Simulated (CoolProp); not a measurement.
Vapour-liquid equilibrium of R134a (1) + R1234ze(E) (2) at -3.55 °C; x and y are mole fractions of (1).

Model: multi-fluid Helmholtz-energy mixture model, Tillner-Roth 1994 and Thol 2016; pair parameters Bell 2022, in CoolProp.

```
x     bubble pressure (MPa)  y at the bubble point  dew pressure at overall composition x (MPa)  liquid density (mol/L)
----  ---------------------  ---------------------  -------------------------------------------  ----------------------
0.05                 0.1956                  0.076                                       0.1935                   11.04
0.2                  0.2109                  0.268                                       0.2055                   11.29
0.35                 0.2232                  0.426                                       0.2173                   11.54
0.5                  0.2333                  0.566                                       0.2286                   11.81
0.65                 0.2417                  0.698                                       0.2388                   12.09
0.8                  0.2490                  0.827                                       0.2475                   12.39
0.95                 0.2551                  0.956                                       0.2548                   12.70
```

No azeotrope shows between x = 0.05 and 0.95.

The pair parameters rest on a limited set of measurements; away from them the model extrapolates.
